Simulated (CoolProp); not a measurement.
Properties of fluorine at several states (Tc = -128.7 °C, pc = 5240 kPa, ω = 0.045).

The numbers come from the reference Helmholtz-energy equation of state, de Reuck 1990 in CoolProp.

```json
[
 {"T (°C)": "1.65", "p (kPa)": "676", "phase": "gas", "cp (kJ/(kg K))": "(withheld)", "speed of sound (m/s)": "(withheld)", "expansivity (1/kK)": "3.714"},
 {"T (°C)": "-180.25", "p (kPa)": "1290", "phase": "liquid", "cp (kJ/(kg K))": "1.536", "speed of sound (m/s)": "(withheld)", "expansivity (1/kK)": "(withheld)"},
 {"T (°C)": "-87.25", "p (kPa)": "428", "phase": "gas", "cp (kJ/(kg K))": "(withheld)", "speed of sound (m/s)": "(withheld)", "expansivity (1/kK)": "5.597"}
]
```

Q: What belongs in the gaps?

A: 
- 1.65, cp (kJ/(kg K)): 0.8206
- 1.65, speed of sound (m/s): 286.8
- -180.25, speed of sound (m/s): 759.6
- -180.25, expansivity (1/kK): 5.141
- -87.25, cp (kJ/(kg K)): 0.7941
- -87.25, speed of sound (m/s): 236.7
